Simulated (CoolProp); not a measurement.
The numbers come from the reference Helmholtz-energy equation of state, Thol 2012 in CoolProp.

Problem. Give the vapour pressure (MPa), liquid density (kg/m³), liquid cp (kJ/(kg K)), vapour Z of saturated benzene at 418.7 K.

Solution. 
```
T (K)  p (MPa)  liquid density (kg/m³)  liquid cp (kJ/(kg K))  vapour Z
-----  -------  ----------------------  ---------------------  --------
418.7    0.531                     735                   2.15     0.891
```
